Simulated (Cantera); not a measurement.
Cantera run, input and output.

```python
import numpy as np
import cantera as ct

gas = ct.Solution("gri30.yaml")
gas.TPX = 1750, 54000, {'CH3OH': 1, 'O2': 0.938, 'N2': 11.2}
reactor = ct.IdealGasReactor(gas, energy="on", clone=False)
net = ct.ReactorNet([reactor])
net.rtol, net.atol = 1e-08, 1e-16
show = ['CH3OH', 'O2', 'CO2', 'CH3', 'C2H2']
times = np.geomspace(2e-06, 3, 16)

steps = ct.SolutionArray(gas, extra=["t"])
rows = []
print(f"{'t/s':>10s}{'T/K':>9s}{'P/Pa':>11s}" + "".join(f"{s:>11s}" for s in show))
for t in times:
    while net.time < t:
        t_next = net.step()
        steps.append(gas.state, t=t_next)
    rows.append([np.interp(t, steps.t, y) for y in (steps.T, steps.P, *steps(*show).X.T)])
    print(f"{t:10.3e}{rows[-1][0]:9.1f}{rows[-1][1]:11.4g}" + "".join(f"{x:11.3e}" for x in rows[-1][2:]))
rate = np.gradient(steps.T, steps.t)
print("integrator steps:", len(steps.t))
if steps.T.max() > steps.T[0] + 200:
    print(f"time of steepest temperature rise: {steps.t[rate.argmax()]:.4e} s")
gas.TPX = 1750, 54000, {'CH3OH': 1, 'O2': 0.938, 'N2': 11.2}
gas.equilibrate("UV")
print(f"equilibrium (UV): T = {gas.T:.1f} K  " + "  ".join(f"{s} {gas[s].X[0]:.3e}" for s in show))
```

It prints:

```
       t/s      T/K       P/Pa      CH3OH         O2        CO2        CH3       C2H2
 2.000e-06   1749.6    5.4e+04  7.588e-02  7.129e-02  7.858e-06  4.127e-05  7.639e-09
 5.161e-06   1749.4  5.401e+04  7.537e-02  7.101e-02  2.332e-05  9.299e-05  2.478e-08
 1.332e-05   1749.7  5.409e+04  7.348e-02  7.009e-02  6.253e-05  1.371e-04  7.013e-08
 3.438e-05   1766.8  5.513e+04  6.156e-02  6.516e-02  1.771e-04  7.613e-05  2.431e-07
 8.871e-05   2124.7  7.327e+04  9.499e-12  8.460e-03  9.978e-03  8.648e-09  3.525e-09
 2.289e-04   2257.5  7.726e+04  3.030e-16  4.436e-03  2.113e-02  2.827e-14  4.687e-19
 5.908e-04   2409.3  8.166e+04  3.630e-16  2.516e-03  2.184e-02  2.999e-14  2.058e-18
 1.525e-03   2522.3  8.488e+04  4.639e-16  1.069e-03  2.265e-02  6.149e-14  1.351e-17
 3.935e-03   2553.5  8.575e+04  5.445e-16  6.727e-04  2.284e-02  9.955e-14  3.113e-17
 1.016e-02   2551.6  8.569e+04  5.587e-16  6.328e-04  2.273e-02  1.036e-13  3.304e-17
 2.621e-02   2550.0  8.564e+04  5.641e-16  6.194e-04  2.267e-02  1.045e-13  3.343e-17
 6.763e-02   2549.8  8.564e+04  5.645e-16  6.186e-04  2.266e-02  1.046e-13  3.345e-17
 1.745e-01   2549.8  8.564e+04  5.645e-16  6.186e-04  2.266e-02  1.046e-13  3.345e-17
 4.504e-01   2549.8  8.564e+04  5.645e-16  6.186e-04  2.266e-02  1.046e-13  3.345e-17
 1.162e+00   2549.8  8.564e+04  5.645e-16  6.186e-04  2.266e-02  1.046e-13  3.345e-17
 3.000e+00   2549.8  8.564e+04  5.645e-16  6.186e-04  2.266e-02  1.046e-13  3.345e-17
integrator steps: 1621
time of steepest temperature rise: 7.3837e-05 s
equilibrium (UV): T = 2549.8 K  CH3OH 5.793e-16  O2 6.186e-04  CO2 2.266e-02  CH3 1.229e-13  C2H2 3.578e-17
```

Detailed kinetics in Cantera: GRI-Mech 3.0 (53 species, 325 reactions). GRI-Mech 3.0 was tuned for natural gas; its chemistry of methanol as a main component is partial and can be far from experiment.
